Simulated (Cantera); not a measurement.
An isothermal, constant-pressure homogeneous reactor starts with 20.0 % CH₄, 80.0 % N₂, at 1773 K and 30000 Pa.

Cantera simulation using GRI-Mech 3.0 (53 species, 325 reactions); the numbers are that mechanism's predictions, not measurements. GRI-Mech 3.0 stops at C3 and has no aromatics, soot or wall deposition, so with more carbon than oxygen in the feed, carbon stays in small species such as C2H2 where larger ones or solid carbon would form.

x: mole fraction; the columns are a selection and need not sum to one.

| t (s) | x CH₄ | x CH₂ | x CH₃ | x C₂H₂ | x C₂H | x HCN |
|---|---|---|---|---|---|---|
| 4.00e-6 | 0.200 | 1.20e-10 | 1.72e-5 | <1e-12 | <1e-12 | <1e-12 |
| 1.19e-5 | 0.200 | 9.60e-10 | 5.33e-5 | 7.58e-12 | <1e-12 | <1e-12 |
| 3.56e-5 | 0.200 | … | 0.000160 | 9.04e-10 | <1e-12 | <1e-12 |
| 0.000106 | 0.199 | … | 0.000470 | 8.87e-8 | <1e-12 | 3.70e-12 |
| 0.000317 | 0.198 | … | 0.00126 | 8.33e-6 | 1.51e-10 | 6.84e-11 |
| 0.000948 | 0.186 | … | 0.00265 | 0.000697 | 8.98e-9 | 2.99e-9 |
| 0.00283 | 0.135 | … | 0.00238 | 0.0175 | 1.42e-7 | 6.92e-8 |
| 0.00844 | 0.0765 | … | 0.00129 | 0.0489 | 3.33e-7 | 3.09e-7 |
| 0.0252 | 0.0331 | … | 0.000599 | 0.0688 | 4.88e-7 | 8.48e-7 |
| 0.0752 | 0.0111 | … | 0.000220 | 0.0784 | 6.03e-7 | 1.71e-6 |
| 0.224 | 0.00346 | … | 7.21e-5 | 0.0817 | 6.57e-7 | 2.68e-6 |
| 0.670 | 0.00124 | … | 2.63e-5 | 0.0826 | 6.74e-7 | 3.70e-6 |
| 2.00 | 0.000777 | … | 1.65e-5 | 0.0828 | 6.76e-7 | 5.21e-6 |

What belongs in the gaps?


- 3.56e-5, x CH₂: 7.55e-9
- 0.000106, x CH₂: 5.93e-8
- 0.000317, x CH₂: 3.90e-7
- 0.000948, x CH₂: 1.60e-6
- 0.00283, x CH₂: 1.78e-6
- 0.00844, x CH₂: 1.00e-6
- 0.0252, x CH₂: 5.39e-7
- 0.0752, x CH₂: 2.30e-7
- 0.224, x CH₂: 8.09e-8
- 0.670, x CH₂: 3.02e-8
- 2.00, x CH₂: 1.90e-8
